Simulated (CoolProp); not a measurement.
The numbers come from the reference Helmholtz-energy equation of state, Lemmon 2000 in CoolProp. It is a pseudo-pure fit of the blend.

### Question
For dry air, give the phase and the density (kg/m³), cv (kJ/(kg K)), expansivity (1/kK), conductivity (mW/(m K)) at 108.8 K and 21100 kPa; 202.4 K and 21100 kPa.

### Answer
- 108.8 K and 21100 kPa: liquid; density 805, cv 0.967, expansivity 4.87, conductivity 119
- 202.4 K and 21100 kPa: supercritical; density 415, cv 0.813, expansivity 7.91, conductivity 46.9

Thermal conductivity comes from a separate model (Lemmon 2004).
